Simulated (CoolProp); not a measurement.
Dry air at 298.15 K and 0.885 MPa flows at 9.8 m/s in a round tube of 50 mm bore and 15 µm roughness, fully developed (64/Re and Nu = 3.66 if laminar; Colebrook and Gnielinski if turbulent). Each further row changes one setting.

Values from CoolProp's reference Helmholtz-energy equation of state, Lemmon 2000. It is a pseudo-pure fit of the blend.

| case | Reynolds number | Darcy friction factor | pressure drop (Pa/m) | heat-transfer coefficient (W/(m² K)) | mass flow (kg/h) |
|---|---|---|---|---|---|
| as stated | 274000 | 0.0171 | 171 | 250 | 718 |
| velocity 19.6 m/s | 547000 | 0.0162 | 644 | 472 | 1440 |
| diameter 100 mm | 547000 | 0.0148 | 73.8 | 215 | 2870 |

Viscosity comes from a separate model (Lemmon 2004). Thermal conductivity comes from a separate model (Lemmon 2004).
